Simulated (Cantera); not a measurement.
**Oxide etching and cleaning by halides: MgO + HF + N₂**

Input: 1 mol MgO, 31 mol HF, 2.3 mol N₂, equilibrated at 1250 K.

Method: chemical equilibrium by Gibbs-energy minimisation in Cantera with the NASA 1993 tables (ideal gas, pure condensed phases). Candidate condensed phases: H₂O, Mg, MgF₂, MgO, Mg(OH)₂; 50 gas species. Kinetics and transport are ignored.

```json
[
 {"P (Pa)": "1", "log p HF": "-5.04", "log p N₂": "-6.16", "log p H₂O": "-7.16", "log p MgF₂": "-7.16", "log p H₂": "-9.64", "log p H₂F₂": "-14.78", "log p O₂": "-9.97", "n MgO(s)": "0.769", "n MgF₂(s)": "0"},
 {"P (Pa)": "10", "log p HF": "-4.05", "log p N₂": "-5.15", "log p H₂O": "-5.51", "log p MgF₂": "-6.86", "log p H₂": "-8.54", "log p H₂F₂": "-12.80", "log p O₂": "-8.87", "n MgO(s)": "0", "n MgF₂(s)": "0.956"},
 {"P (Pa)": "100", "log p HF": "-3.05", "log p N₂": "-4.15", "log p H₂O": "-4.51", "log p MgF₂": "-6.86", "log p H₂": "-7.87", "log p H₂F₂": "-10.80", "log p O₂": "-8.21", "n MgO(s)": "0", "n MgF₂(s)": "0.996"},
 {"P (Pa)": "1000", "log p HF": "-2.05", "log p N₂": "-3.15", "log p H₂O": "-3.51", "log p MgF₂": "-6.86", "log p H₂": "-7.20", "log p H₂F₂": "-8.80", "log p O₂": "-7.54", "n MgO(s)": "0", "n MgF₂(s)": "1.000"},
 {"P (Pa)": "10000", "log p HF": "-1.05", "log p N₂": "-2.15", "log p H₂O": "-2.51", "log p MgF₂": "-6.86", "log p H₂": "-6.53", "log p H₂F₂": "-6.80", "log p O₂": "-6.89", "n MgO(s)": "0", "n MgF₂(s)": "1.000"},
 {"P (Pa)": "100000", "log p HF": "-0.05", "log p N₂": "-1.15", "log p H₂O": "-1.51", "log p MgF₂": "-6.86", "log p H₂": "-5.86", "log p H₂F₂": "-4.80", "log p O₂": "-6.23", "n MgO(s)": "0", "n MgF₂(s)": "1.000"}
]
```
log p: log10 of the partial pressure in bar; n: condensed amount in mol.

At 1.00 Pa the condensed part is MgO(s). From 10.0 Pa to 1.00 bar the condensed part is MgF₂(s). The main Mg-bearing gas is MgF₂ throughout.
